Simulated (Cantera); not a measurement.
Feed: 1 mol Cu₂O, 14 mol H₂, 2.6 mol N₂, held at 10000 Pa.

Equilibrium computed with Cantera from the NASA thermochemical tables; the gas is ideal and each condensed phase is pure. Candidate condensed phases: Cu, CuO, Cu(OH)₂, Cu₂O, H₂O; 27 gas species. Equilibrium is a limit: real reactors are often held back by kinetics, nucleation or transport.

At 1227 °C, list the 5 most abundant gas species with their mole fractions, and the condensed phases.

H₂ 0.783, N₂ 0.157, H₂O 0.0602, Cu 8.22e-5, H 4.93e-5. Condensed: Cu(l).
